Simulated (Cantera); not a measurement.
**Moist CO burnout**

A perfectly stirred reactor is fed with 0.675 % CO, 3.47 % O2, 2.06 % H2O, 93.8 % N2, at 4.93 atm; it is held at 875 K, and followed from long to short residence time.

Model: GRI-Mech 3.0 (53 species, 325 reactions), integrated in Cantera.

```json
[
 {"τ (s)": "16", "x CO": "0.00530", "x O2": "0.0340", "x H2O": "0.0206", "x NO": "<1e-12", "x OH": "8.50e-10", "x N2O": "1.02e-8", "x O": "6.52e-10"},
 {"τ (s)": "5.1", "x CO": "0.00627", "x O2": "0.0345", "x H2O": "0.0206", "x NO": "<1e-12", "x OH": "7.24e-10", "x N2O": "3.11e-9", "x O": "6.25e-10"},
 {"τ (s)": "1.6", "x CO": "0.00665", "x O2": "0.0347", "x H2O": "0.0206", "x NO": "<1e-12", "x OH": "4.18e-10", "x N2O": "6.38e-10", "x O": "4.08e-10"},
 {"τ (s)": "0.53", "x CO": "0.00674", "x O2": "0.0347", "x H2O": "0.0206", "x NO": "<1e-12", "x OH": "1.03e-10", "x N2O": "6.54e-11", "x O": "1.26e-10"},
 {"τ (s)": "0.17", "x CO": "0.00675", "x O2": "0.0347", "x H2O": "0.0206", "x NO": "<1e-12", "x OH": "1.23e-11", "x N2O": "5.26e-12", "x O": "3.22e-11"},
 {"τ (s)": "0.055", "x CO": "0.00675", "x O2": "0.0347", "x H2O": "0.0206", "x NO": "<1e-12", "x OH": "3.20e-12", "x N2O": "1.16e-12", "x O": "2.21e-11"},
 {"τ (s)": "0.018", "x CO": "0.00675", "x O2": "0.0347", "x H2O": "0.0206", "x NO": "<1e-12", "x OH": "1.26e-12", "x N2O": "<1e-12", "x O": "1.97e-11"},
 {"τ (s)": "0.0057", "x CO": "0.00675", "x O2": "0.0347", "x H2O": "0.0206", "x NO": "<1e-12", "x OH": "<1e-12", "x N2O": "<1e-12", "x O": "1.82e-11"},
 {"τ (s)": "0.0018", "x CO": "0.00675", "x O2": "0.0347", "x H2O": "0.0206", "x NO": "<1e-12", "x OH": "<1e-12", "x N2O": "<1e-12", "x O": "1.57e-11"},
 {"τ (s)": "0.00059", "x CO": "0.00675", "x O2": "0.0347", "x H2O": "0.0206", "x NO": "<1e-12", "x OH": "<1e-12", "x N2O": "<1e-12", "x O": "1.13e-11"},
 {"τ (s)": "0.00019", "x CO": "0.00675", "x O2": "0.0347", "x H2O": "0.0206", "x NO": "<1e-12", "x OH": "<1e-12", "x N2O": "<1e-12", "x O": "6.05e-12"}
]
```
x: mole fraction; the columns are a selection and need not sum to one.
